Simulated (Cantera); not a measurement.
## Equilibrium for tantalum, niobium, vanadium and zirconium in process gases: Nb + N2O + N2

Feed: 1 mol Nb, 14 mol N2O, 14 mol N2, held at 71.0 Pa.

These are equilibrium values from Cantera (NASA tables, ideal gas, pure condensed phases), not measurements of a reactor. Candidate condensed phases: Nb, NbO, NbO2, Nb2O5; 12 gas species. Condensed phases not in the tables: the oxides between NbO2 and Nb2O5. Kinetics and transport are ignored.

```json
[
 {"T (K)": "1523", "log p N2": "-3.23", "log p O": "-7.22", "log p O2": "-3.92", "log p NbO2": "-12.23", "log p NO": "-6.05", "n Nb2O5(s)": "0.500", "n Nb2O5(l)": "0"},
 {"T (K)": "1623", "log p N2": "-3.23", "log p O": "-6.68", "log p O2": "-3.92", "log p NbO2": "-10.70", "log p NO": "-5.86", "n Nb2O5(s)": "0.500", "n Nb2O5(l)": "0"},
 {"T (K)": "1723", "log p N2": "-3.23", "log p O": "-6.21", "log p O2": "-3.92", "log p NbO2": "-9.36", "log p NO": "-5.69", "n Nb2O5(s)": "0.500", "n Nb2O5(l)": "0"},
 {"T (K)": "1823", "log p N2": "-3.23", "log p O": "-5.78", "log p O2": "-3.93", "log p NbO2": "-8.20", "log p NO": "-5.54", "n Nb2O5(s)": "0", "n Nb2O5(l)": "0.500"},
 {"T (K)": "1923", "log p N2": "-3.23", "log p O": "-5.41", "log p O2": "-3.93", "log p NbO2": "-7.21", "log p NO": "-5.40", "n Nb2O5(s)": "0", "n Nb2O5(l)": "0.499"},
 {"T (K)": "2023", "log p N2": "-3.23", "log p O": "-5.07", "log p O2": "-3.95", "log p NbO2": "-6.33", "log p NO": "-5.29", "n Nb2O5(s)": "0", "n Nb2O5(l)": "0.489"},
 {"T (K)": "2123", "log p N2": "-3.24", "log p O": "-4.77", "log p O2": "-3.97", "log p NbO2": "-5.54", "log p NO": "-5.19", "n Nb2O5(s)": "0", "n Nb2O5(l)": "0.430"},
 {"T (K)": "2223", "log p N2": "-3.25", "log p O": "-4.51", "log p O2": "-4.00", "log p NbO2": "-4.81", "log p NO": "-5.11", "n Nb2O5(s)": "0", "n Nb2O5(l)": "0.117"},
 {"T (K)": "2323", "log p N2": "-3.27", "log p O": "-4.28", "log p O2": "-4.06", "log p NbO2": "-4.71", "log p NO": "-5.06", "n Nb2O5(s)": "0", "n Nb2O5(l)": "0"},
 {"T (K)": "2423", "log p N2": "-3.28", "log p O": "-4.09", "log p O2": "-4.16", "log p NbO2": "-4.72", "log p NO": "-5.03", "n Nb2O5(s)": "0", "n Nb2O5(l)": "0"},
 {"T (K)": "2523", "log p N2": "-3.29", "log p O": "-3.94", "log p O2": "-4.30", "log p NbO2": "-4.73", "log p NO": "-5.02", "n Nb2O5(s)": "0", "n Nb2O5(l)": "0"},
 {"T (K)": "2623", "log p N2": "-3.30", "log p O": "-3.84", "log p O2": "-4.50", "log p NbO2": "-4.74", "log p NO": "-5.05", "n Nb2O5(s)": "0", "n Nb2O5(l)": "0"},
 {"T (K)": "2723", "log p N2": "-3.30", "log p O": "-3.77", "log p O2": "-4.74", "log p NbO2": "-4.76", "log p NO": "-5.11", "n Nb2O5(s)": "0", "n Nb2O5(l)": "0"}
]
```
log p: log10 of the partial pressure in bar; n: condensed amount in mol.

From 1523 K to 1723 K the condensed part is Nb2O5(s). From 1823 K to 2223 K the condensed part is Nb2O5(l). From 2323 K to 2723 K nothing is condensed.
